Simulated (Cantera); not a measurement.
**Equilibrium for boron, boron nitride and boron oxide: B + NH3**

Feed: 1 mol B, 2.2 mol NH3, equilibrated at 1102 °C and 13.3 mbar.

These are equilibrium values from Cantera (NASA tables, ideal gas, pure condensed phases), not measurements of a reactor. Candidate condensed phases: B, BN; 15 gas species. Rates play no part.

| Quantity | Result |
|---|---|
| x(H2) | 0.846 |
| x(N2) | 0.154 |
| x(H) | 2.73e-5 |
| n(BN(s)) | 1.00 mol |
| gas amount | 3.900 mol |
| log10 activity of B(s) (absent) | -3.58 |
